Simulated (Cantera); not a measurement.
**Equilibrium for iron carbonyl, mercury and lead vapours: Fe(CO)5 + H2 + CO**

Charge: 1 mol Fe(CO)5, 93 mol H2, 3.5 mol CO, at 1048.15 K and 32.0 mbar.

Equilibrium computed with Cantera from the NASA thermochemical tables; the gas is ideal and each condensed phase is pure. Candidate condensed phases: C, C6H6, C7H8, C8H18, Fe, Fe(CO)5, FeO, Fe(OH)2, Fe(OH)3, Fe2O3, Fe3O4, H2O; 114 gas species. The numbers say what is thermodynamically allowed, not how fast it happens.

```yaml
x(H2): 0.915
x(CO): 0.0829
x(CH4): 0.000886
x(H2O): 0.000800
x(CO2): 8.59e-5
n(Fe(α)): 1.00 mol
gas_amount: 101.3 mol
log10 activity of C(graphite) (absent): -0.25
log10 activity of Fe(OH)2(s) (absent): -11.90
log10 activity of Fe(OH)3(s) (absent): -20.47
```
